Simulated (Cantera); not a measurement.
An isothermal, constant-pressure homogeneous reactor starts with 1.83 % CH4, 91.7 % H2, 3.48 % H, 3.02 % H2O, at 2975 K and 2670 Pa.

Cantera simulation using GRI-Mech 3.0 (53 species, 325 reactions); the numbers are that mechanism's predictions, not measurements. Radical loss at walls, strong at low pressure, is not modelled.

x: mole fraction; the columns are a selection and need not sum to one.

```json
[
 {"t (s)": "1.00e-5", "x CH4": "0.0114", "x H2": "0.921", "x H": "0.0310", "x C2H2": "2.57e-5", "x CH2": "0.000250", "x CH3": "0.00636"},
 {"t (s)": "3.71e-5", "x CH4": "(withheld)", "x H2": "0.915", "x H": "(withheld)", "x C2H2": "(withheld)", "x CH2": "(withheld)", "x CH3": "0.00664"},
 {"t (s)": "0.000138", "x CH4": "0.00554", "x H2": "0.903", "x H": "0.0534", "x C2H2": "0.00279", "x CH2": "0.000443", "x CH3": "0.00537"},
 {"t (s)": "0.000512", "x CH4": "0.00113", "x H2": "0.888", "x H": "0.0745", "x C2H2": "0.00572", "x CH2": "0.000218", "x CH3": "0.00155"},
 {"t (s)": "0.00190", "x CH4": "0.000270", "x H2": "0.867", "x H": "0.101", "x C2H2": "0.00321", "x CH2": "0.000106", "x CH3": "0.000510"},
 {"t (s)": "0.00707", "x CH4": "7.54e-6", "x H2": "0.816", "x H": "0.157", "x C2H2": "6.54e-5", "x CH2": "8.00e-6", "x CH3": "2.33e-5"},
 {"t (s)": "0.0263", "x CH4": "9.66e-12", "x H2": "0.675", "x H": "0.300", "x C2H2": "<1e-12", "x CH2": "5.64e-11", "x CH3": "6.86e-11"},
 {"t (s)": "0.0976", "x CH4": "<1e-12", "x H2": "0.475", "x H": "0.503", "x C2H2": "<1e-12", "x CH2": "9.91e-12", "x CH3": "5.06e-12"},
 {"t (s)": "0.362", "x CH4": "<1e-12", "x H2": "0.406", "x H": "0.573", "x C2H2": "<1e-12", "x CH2": "5.70e-12", "x CH3": "2.19e-12"},
 {"t (s)": "1.35", "x CH4": "<1e-12", "x H2": "0.405", "x H": "0.574", "x C2H2": "<1e-12", "x CH2": "5.66e-12", "x CH3": "2.17e-12"},
 {"t (s)": "5.00", "x CH4": "<1e-12", "x H2": "0.405", "x H": "0.574", "x C2H2": "<1e-12", "x CH2": "5.66e-12", "x CH3": "2.17e-12"}
]
```

Task: Fill in the missing entries.

Result: 
- 3.71e-5, x CH4: 0.00980
- 3.71e-5, x H: 0.0374
- 3.71e-5, x C2H2: 0.000456
- 3.71e-5, x CH2: 0.000377
